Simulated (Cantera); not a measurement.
Charge: 1 mol TiCl4, a varied amount of C3H8, 1.1 mol H2, equilibrated at 1277 °C and 71.0 mbar.

Equilibrium computed with Cantera from the NASA thermochemical tables; the gas is ideal and each condensed phase is pure. Candidate condensed phases: C, C6H6, C7H8, C8H18, Ti, TiC, TiCl2, TiCl3, TiCl4; 96 gas species. The tables' values for TiCl2 are old estimates; treat these amounts as uncertain. TiC: taken at fixed stoichiometry. Rates play no part.

Problem. At 0.73 mol C3H8, list the 4 most abundant gas species with their mole fractions, and the condensed phases.

Solution. HCl 0.513, H2 0.434, TiCl3 0.0357, TiCl4 0.0167. Condensed: C(graphite) + TiC(s).
